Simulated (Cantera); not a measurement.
Cantera run, input and output.

```python
import numpy as np
import cantera as ct

gas = ct.Solution("gri30.yaml")
gas.TPX = 900, 2666, {'H2': 0.38, 'O2': 1}
reactor = ct.IdealGasConstPressureReactor(gas, energy="off", clone=False)
net = ct.ReactorNet([reactor])
net.rtol, net.atol = 1e-08, 1e-18
show = ['H2', 'O2', 'OH', 'H', 'O', 'HO2', 'H2O2']
times = np.geomspace(0.0003, 200, 13)

steps = ct.SolutionArray(gas, extra=["t"])
rows = []
print(f"{'t/s':>10s}{'T/K':>9s}{'P/Pa':>11s}" + "".join(f"{s:>11s}" for s in show))
for t in times:
    while net.time < t:
        t_next = net.step()
        steps.append(gas.state, t=t_next)
    rows.append([np.interp(t, steps.t, y) for y in (steps.T, steps.P, *steps(*show).X.T)])
    print(f"{t:10.3e}{rows[-1][0]:9.1f}{rows[-1][1]:11.4g}" + "".join(f"{x:11.3e}" for x in rows[-1][2:]))
rate = np.gradient(steps.T, steps.t)
print("integrator steps:", len(steps.t))
if steps.T.max() > steps.T[0] + 200:
    print(f"time of steepest temperature rise: {steps.t[rate.argmax()]:.4e} s")
gas.TPX = 900, 2666, {'H2': 0.38, 'O2': 1}
gas.equilibrate("TP")
print(f"equilibrium (TP): T = {gas.T:.1f} K  " + "  ".join(f"{s} {gas[s].X[0]:.3e}" for s in show))
```

Result:

```
       t/s      T/K       P/Pa         H2         O2         OH          H          O        HO2       H2O2
 3.000e-04    900.0       2666  2.754e-01  7.246e-01  8.792e-12  1.033e-10  2.922e-11  6.125e-11  1.287e-14
 9.172e-04    900.0       2666  2.754e-01  7.246e-01  3.822e-10  4.265e-09  1.330e-09  5.339e-10  1.994e-13
 2.804e-03    900.0       2666  2.749e-01  7.244e-01  2.157e-05  2.293e-04  7.113e-05  1.107e-05  8.465e-09
 8.572e-03    900.0       2666  6.695e-03  6.804e-01  6.943e-04  6.589e-04  1.016e-03  4.071e-05  2.060e-06
 2.621e-02    900.0       2666  1.639e-03  6.808e-01  1.253e-04  2.013e-05  1.307e-04  1.701e-05  1.232e-06
 8.012e-02    900.0       2666  4.124e-04  6.807e-01  5.204e-05  1.950e-06  2.770e-05  6.537e-06  6.878e-07
 2.449e-01    900.0       2666  6.709e-05  6.807e-01  2.382e-05  1.421e-07  4.319e-06  1.500e-06  2.281e-07
 7.489e-01    900.0       2666  6.035e-06  6.807e-01  1.004e-05  6.204e-09  5.165e-07  1.833e-07  6.574e-08
 2.289e+00    900.0       2666  3.223e-07  6.807e-01  4.062e-06  2.546e-10  7.346e-08  2.037e-08  2.111e-08
 6.999e+00    900.0       2666  1.057e-08  6.807e-01  1.849e-06  1.899e-11  1.507e-08  3.648e-09  7.023e-09
 2.140e+01    900.0       2666  9.897e-10  6.807e-01  9.456e-07  2.481e-12  3.974e-09  1.010e-09  2.498e-09
 6.542e+01    900.0       2666  2.566e-10  6.807e-01  5.107e-07  3.923e-13  1.165e-09  3.439e-10  8.952e-10
 2.000e+02    900.0       2666  7.509e-11  6.807e-01  2.825e-07  6.677e-14  3.573e-10  1.710e-10  3.133e-10
integrator steps: 1850
equilibrium (TP): T = 900.0 K  H2 7.632e-12  O2 6.807e-01  OH 7.809e-08  H 1.991e-15  O 2.738e-11  HO2 2.748e-10  H2O2 2.928e-11
```

Computed with Cantera and GRI-Mech 3.0 (53 species, 325 reactions). Radical loss at walls, strong at low pressure, is not modelled. Below about 950 K walls govern HO2 and H2O2 in real vessels. The temperature is held fixed by assumption; the heat of reaction is taken as removed at once.
